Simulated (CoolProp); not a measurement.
Properties of ammonia along the isobar 16800 kPa (Tc = 405.6 K, pc = 11360 kPa, ω = 0.256).

Computed with CoolProp (reference Helmholtz-energy equation of state, Gao 2020).

```
T (K)          phase       Z  cp (kJ/(kg K))  isothermal compressibility (1/MPa)  expansivity (1/kK)  conductivity (mW/(m K))  fugacity coefficient
-----  -------------  ------  --------------  ----------------------------------  ------------------  -----------------------  --------------------
392.2         liquid  0.1966           6.407                            0.009451               6.275                      280                0.3980
412.5  supercritical  0.2233           9.080                             0.02922               12.84                      231                0.5015
432.9  supercritical  0.3584           16.74                              0.1743               34.96                      162                0.5969
453.3  supercritical  0.5386           7.874                              0.1204               13.89                      102                0.6642
473.6  supercritical  0.6397           5.554                             0.09619               8.352                     85.0                0.7148
494    supercritical  0.7085           4.608                             0.08488               6.062                     79.5                0.7559
514.4  supercritical  0.7593           4.109                             0.07834               4.812                     78.2                0.7899
534.7  supercritical  0.7987           3.808                             0.07409               4.025                     78.7                0.8185
555.1  supercritical  0.8302           3.611                             0.07108               3.477                     80.0                0.8428
575.5  supercritical  0.8560           3.475                             0.06885               3.075                     81.6                0.8636
595.9  supercritical  0.8773           3.381                             0.06714               2.766                     83.3                0.8816
616.2  supercritical  0.8951           3.314                             0.06581               2.522                     85.0                0.8970
636.6  supercritical  0.9102           3.268                             0.06473               2.323                     86.5                0.9105
657    supercritical  0.9232           3.236                             0.06384               2.158                     87.9                0.9223
677.3  supercritical  0.9343           3.216                             0.06312               2.019                     88.9                0.9327
697.7  supercritical  0.9439           3.205                             0.06250               1.900                     89.6                0.9418
```

The peak of cp marks the crossing from liquid-like to gas-like fluid above the critical point.

Thermal conductivity comes from a separate model (Tufeu 1984).
